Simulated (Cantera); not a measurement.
Input: 1 mol MgO, 0.24 mol O2, 6 mol CO2, equilibrated at 0.100 bar.

Equilibrium computed with Cantera from the NASA thermochemical tables; the gas is ideal and each condensed phase is pure. Candidate condensed phases: C, Mg, MgCO3, MgO; 15 gas species. Rates play no part. All values below are at 1398 K.

Base state: CO2 0.962, O2 0.0385, CO 1.47e-5 (mole fractions); condensed: MgO(s).

### Question
What changes in the equilibrium state with this change: MgO replaced by CaO?

### Answer
```tsv
species	before	after
CO2	0.962	0.962
O2	0.0385	0.0385
CO	1.47e-5	1.47e-5
MgO(s), mol	1.00	0
CaO(s), mol	0	1.00
```
Further candidate phases: Ca, CaCO3, CaO.
